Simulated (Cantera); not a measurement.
Input: 1 mol FeCl₂, 6.3 mol H₂O, 13 mol N₂, equilibrated at 21000 Pa.

Cantera equilibrium calculation (NASA polynomials, part measured and part estimated; ideal gas, pure solids and liquids). Candidate condensed phases: Fe, FeCl₂, FeCl₃, FeO, Fe(OH)₂, Fe(OH)₃, Fe₂O₃, Fe₃O₄, H₂O, NH₄Cl; 37 gas species. Mutual solubility and eutectic melting of coexisting phases are not modelled. The tables' stoichiometric FeO is somewhat more stable than real wüstite, so its field is too wide. FeO: taken at fixed stoichiometry. Kinetics and transport are ignored.

Q: At 1773 K, list the 5 most abundant gas species with their mole fractions, and the condensed phases.

A: N₂ 0.640, H₂O 0.270, HCl 0.0759, FeCl₂ 0.0109, H₂ 0.00233. Condensed: FeO(l) + Fe₃O₄(s).
